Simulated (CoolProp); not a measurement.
R245fa along the isotherm 166.85 °C: density (kg/m³) from the reference equation and from simpler models built on Tc = 153.9 °C, pc = 3.651 MPa, ω = 0.378; each cubic takes its own stable root.

Model: reference Helmholtz-energy equation of state, Akasaka 2015, in CoolProp.

```tsv
p (MPa)	phase	reference
1.22	gas	50.08
2.43	gas	116.9
3.65	gas	233.0
4.87	supercritical	653.4
6.08	supercritical	791.6
7.3	supercritical	848.7
8.52	supercritical	886.1
9.74	supercritical	914.5
11	supercritical	938.2
12.2	supercritical	957.2
13.4	supercritical	973.9
14.6	supercritical	988.6
15.8	supercritical	1002
17	supercritical	1014
18.3	supercritical	1026
```

Q: How far does each simpler model (ideal gas, Soave-Redlich-Kwong) lie from the reference over these 15 states: mean and median of the absolute difference, and the worst?

A: 
- ideal gas: mean 49.1 %, median 49.6 %, worst -72.7 % at 166.85 °C and 4.87 MPa
- Soave-Redlich-Kwong: mean 10.5 %, median 10.8 %, worst -20.4 % at 166.85 °C and 4.87 MPa
